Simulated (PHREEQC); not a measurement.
Solution (5 °C): 0.0085 mol/kgw HBr, 0.036 mol/kgw CuSO4 and 0.0031 mol/kgw CuCl2. Closed to the air; pH follows from the charge balance.

Model: ion-association model, phreeqc.dat, run in PHREEQC.

This is a speciation only: nothing precipitates in the calculation.

Q: Order these S species by the share of S that they hold, largest first: CuSO4, SO4-2, HSO4-.

A: SO4-2 (55 %), CuSO4 (37 %), HSO4- (8.0 %)

Q: Order these Cu species by the share of Cu that they hold, largest first: CuSO4, CuCl+, Cu+2.

A: Cu+2 (65 %), CuSO4 (34 %), CuCl+ (0.15 %)

The pH is 2.33 and the ionic strength 0.102 mol/kgw. Species that the database lacks are ignored. At this temperature some constants are extrapolated from 25 °C, and those without enthalpy data are left unchanged.
